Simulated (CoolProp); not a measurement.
Vapour pressure (bar) of trans-2-butene: the reference equation beside estimates from Tc = 155.5 °C, pc = 40.19 bar, ω = 0.210. Clausius-Clapeyron is anchored at 75.35 °C with a constant enthalpy of vaporisation of 17.89 kJ/mol.

Values from CoolProp's reference Helmholtz-energy equation of state, Lemmon 2005. It is a short technical equation, of lower accuracy than the large ones.

```
T (°C)  reference  Lee-Kesler  Clausius-Clapeyron  van der Waals  Redlich-Kwong  Soave-Redlich-Kwong  Peng-Robinson
------  ---------  ----------  ------------------  -------------  -------------  -------------------  -------------
58.25       5.964       6.007               6.515          13.14          7.717                6.024          5.959
61.65       6.489       6.539               6.959          13.78          8.320                6.562          6.488
65.15       7.064       7.122               7.438          14.47          8.974                7.152          7.068
68.55       7.659       7.724               7.924          15.16          9.643                7.762          7.669
71.95       8.290       8.362               8.431          15.87          10.34                8.410          8.307
75.35       8.959       9.038               8.959          16.60          11.08                9.096          8.984
78.75       9.668       9.753               9.510          17.35          11.85                9.824          9.701
82.15       10.42       10.51               10.08          18.12          12.66                10.59          10.46
85.55       11.21       11.31               10.68          18.92          13.51                11.41          11.26
89.05       12.07       12.17               11.32          19.76          14.41                12.29          12.14
```

Absolute difference from the reference over all 10 rows, mean and median: Lee-Kesler 0.8 and 0.9 %, Clausius-Clapeyron 4.3 and 4.1 %, van der Waals 89.8 and 88.4 %, Redlich-Kwong 24.3 and 24.2 %, Soave-Redlich-Kwong 1.5 and 1.5 %, Peng-Robinson 0.3 and 0.2 %.
